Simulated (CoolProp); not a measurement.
Computed with CoolProp (reference Helmholtz-energy equation of state, Lemmon 2006). It is a short technical equation, of lower accuracy than the large ones.

Q: Give the vapour pressure (MPa), enthalpy of vaporisation (kJ/kg), liquid cp (kJ/(kg K)), vapour Z of saturated toluene at 25.55, 41.55 °C.

A: 
```json
[
 {"T (°C)": "25.55", "p (MPa)": "0.00391", "enthalpy of vaporisation (kJ/kg)": "413", "liquid cp (kJ/(kg K))": "1.70", "vapour Z": "0.996"},
 {"T (°C)": "41.55", "p (MPa)": "0.00847", "enthalpy of vaporisation (kJ/kg)": "403", "liquid cp (kJ/(kg K))": "1.76", "vapour Z": "0.993"}
]
```
